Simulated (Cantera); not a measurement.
What does this Cantera script print?

```python
import numpy as np
import cantera as ct

gas_names = [...]  # 151 gases of nasa_gas.yaml made of C, H, N, O, Si
cond_names = """
    C(gr) C6H6(L) C7H8(L) C8H18(L),n-octa H2O(s) H2O(L) Si(cr) Si(L) SiC(b) SiO2(Lqz) SiO2(hqz) SiO2(L)
    Si2N2O(s) Si3N4(a)
""".split()


# ... load() reads the species with a 1 bar reference pressure and builds the phases ...
atoms = {
    'TEOS': {'Si': 1, 'C': 8, 'H': 20, 'O': 4},
    'NO': {'N': 1, 'O': 1},
}
top_T = {'C(gr)': 4500, 'SiC(b)': 3050, 'Si2N2O(s)': 2100, 'Si3N4(a)': 2400}  # K; cautious upper limits of use, not melting points


# ... equilibrate(T, P, feed) seeds the gas with the atoms and calls Mixture.equilibrate('TP', solver="vcs", rtol=1e-11, max_steps=5000) ...
results = []
feed = {'TEOS': 1, 'NO': 26}  # mol
T = 1025  # K
P = 13332.2  # Pa
mix = equilibrate(T, P, feed)
results.append((T, P, feed, dict(zip(mix.species_names, mix.species_moles))))
x = sorted(zip(gas.X, gas.species_names), reverse=True)
print(f"T = {T:g} K  P = {P:g} Pa  gas = {mix.phase_moles(0):.4g} mol")
print("   x: " + "  ".join(f"{s} {v:.3e}" for v, s in x if v > 0.001))
print("   condensed (mol): " + ("  ".join(f"{mix.phase(i).name} {mix.phase_moles(i):.4g}"
      for i in range(1, mix.n_phases) if mix.phase_moles(i) > 1e-12) or "none"))
```

Result:

```
T = 1025 K  P = 13332.2 Pa  gas = 32 mol
   x: N2 4.062e-01  H2O 3.125e-01  CO2 2.500e-01  O2 3.124e-02
   condensed (mol): SiO2(hqz) 1
```

These are equilibrium values from Cantera (NASA tables, ideal gas, pure condensed phases), not measurements of a reactor. The feed counts by its element totals alone.
